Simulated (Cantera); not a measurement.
Feed: 1 mol CaS, 0.14 mol SO₃, 0.63 mol CO₂, held at 1848.15 K and 0.100 bar.

These are equilibrium values from Cantera (NASA tables, ideal gas, pure condensed phases), not measurements of a reactor. Candidate condensed phases: C, Ca, CaCO₃, CaO, CaS, CaSO₄, S; 26 gas species. Mutual solubility and eutectic melting of coexisting phases are not modelled. The numbers say what is thermodynamically allowed, not how fast it happens.

What is the equilibrium state?


* **x(CO)**: 0.331
* **x(CO₂)**: 0.330
* **x(SO₂)**: 0.240
* **x(S₂)**: 0.0715
* **x(SO)**: 0.0242
* **x(S₂O)**: 0.00179
* **x(S)**: 0.000917
* **x(COS)**: 0.000913
* **x(O₂)**: 1.11e-6
* **n(CaO(s))**: 0.253 mol
* **n(CaS(s))**: 0.747 mol
* **gas amount**: 0.9527 mol
* **log10 activity of S(l) (absent)**: -2.57
* **log10 activity of C(graphite) (absent)**: -5.73
* **log10 activity of Ca(l) (absent)**: -8.87
